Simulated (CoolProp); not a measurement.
A simple Rankine cycle with water: condensing at 303.15 K, boiler at 2.4 MPa, turbine inlet 645 K, turbine efficiency 0.75, pump efficiency 0.7, no recuperator. Each further row changes one setting.

The numbers come from the reference Helmholtz-energy equation of state, Wagner 2002 in CoolProp.

```
case                             thermal efficiency (%)  net work (kJ/kg)  heat in (kJ/kg)  turbine exit temperature (K)  volume ratio over the turbine
-------------------------------  ----------------------  ----------------  ---------------  ----------------------------  -----------------------------
as stated                                          26.5               807             3050                         303.1                            254
turbine inlet 665 K                                26.7               825             3090                         303.1                            248
condensing temperature 295.15 K                    27.5               847             3080                         295.1                            394
boiler pressure 1.68 MPa                           25.4               777             3060                         303.1                            179
turbine efficiency 0.65                            22.9               699             3050                         303.1                            267
```

The expansion ends wet for: as stated; turbine inlet 665 K; condensing temperature 295.15 K; boiler pressure 1.68 MPa; turbine efficiency 0.65.
